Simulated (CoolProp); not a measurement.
Vapour-liquid equilibrium of toluene (1) + n-octane (2) at 249.05 °C; x and y are mole fractions of (1).

Model: multi-fluid Helmholtz-energy mixture model, Lemmon 2006 and Beckmüller 2019; pair parameters Bell 2016, in CoolProp.

```csv
x,"bubble pressure, mixture model (MPa)","bubble pressure, Raoult's law (MPa)","y, mixture model","y, Raoult's law"
0.05,___,1.287,___,0.064
0.2,___,1.344,0.238,0.245
0.35,1.455,1.401,0.396,0.412
0.5,1.520,1.458,0.542,0.565
0.65,1.573,1.515,0.680,0.707
0.8,___,1.572,0.815,0.839
0.95,___,1.630,0.953,0.961
```

Q: Complete the blanks.

A: 
- 0.05, bubble pressure, mixture model (MPa): 1.297
- 0.05, y, mixture model: 0.063
- 0.2, bubble pressure, mixture model (MPa): 1.381
- 0.8, bubble pressure, mixture model (MPa): 1.615
- 0.95, bubble pressure, mixture model (MPa): 1.643

The largest gap from Raoult's law is +4.3 % in bubble pressure, at x = 0.5. No azeotrope shows between x = 0.05 and 0.95.

The pair parameters rest on a limited set of measurements; away from them the model extrapolates.
